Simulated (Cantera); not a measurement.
Feed: 1 mol AlN, 0.76 mol N2, at 1798 K and 0.000590 bar.

Method: chemical equilibrium by Gibbs-energy minimisation in Cantera with the NASA 1993 tables (ideal gas, pure condensed phases). Candidate condensed phases: Al, AlN; 5 gas species. Rates play no part.

Base state: N2 0.980, Al 0.0202 (mole fractions); condensed: AlN(s).

### Question
What changes in the equilibrium state with this change: temperature from 1798 K to 1950 K?

### Answer
```
species       before    after
-----------  -------  -------
N2             0.980    0.558
Al            0.0202    0.442
Al2          2.37e-7  4.60e-5
AlN(s), mol    0.984        0
```
